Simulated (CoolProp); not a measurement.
R142b at 298.15 K and 2.26 MPa is throttled through a valve to 0.237 MPa with no heat exchange. Each further row changes one setting.

Model: reference Helmholtz-energy equation of state, Lemmon 2006, in CoolProp. It is a short technical equation, of lower accuracy than the large ones.

```json
[
 {"case": "as stated", "temperature change (K)": "-11.0", "final phase": "[?]", "final density (kg/m³)": "[?]"},
 {"case": "outlet pressure 0.0711 MPa", "temperature change (K)": "[?]", "final phase": "two-phase, vapour fraction 0.238", "final density (kg/m³)": "14.4"},
 {"case": "outlet pressure 0.308 MPa", "temperature change (K)": "[?]", "final phase": "[?]", "final density (kg/m³)": "408"}
]
```

Question: Complete the blanks.

Answer: 
- as stated, final phase: two-phase, vapour fraction 0.071
- as stated, final density (kg/m³): 134
- outlet pressure 0.0711 MPa, temperature change (K): -42.5
- outlet pressure 0.308 MPa, temperature change (K): -3.0
- outlet pressure 0.308 MPa, final phase: two-phase, vapour fraction 0.022
